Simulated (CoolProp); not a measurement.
A simple Rankine cycle with R1233zd(E): condensing at 306.15 K, boiler at 0.705 MPa, turbine inlet 358 K, turbine efficiency 0.7, pump efficiency 0.6, no recuperator. Each further row changes one setting.

The numbers come from the reference Helmholtz-energy equation of state, Akasaka 2022 in CoolProp.

| case | thermal efficiency (%) | net work (kJ/kg) | heat in (kJ/kg) | turbine exit temperature (K) | volume ratio over the turbine |
|---|---|---|---|---|---|
| as stated | 8.3 | 18.3 | 221 | 324.8 | 4.22 |
| turbine inlet 378 K | 8.3 | 19.9 | 240 | 345.7 | 4.14 |
| condensing temperature 298.15 K | 9.5 | 21.9 | 230 | 319.4 | 5.53 |
| boiler pressure 0.493 MPa | 6.4 | 14.5 | 225 | 334.6 | 2.87 |
| turbine efficiency 0.6 | 7.1 | 15.6 | 221 | 328.0 | 4.27 |
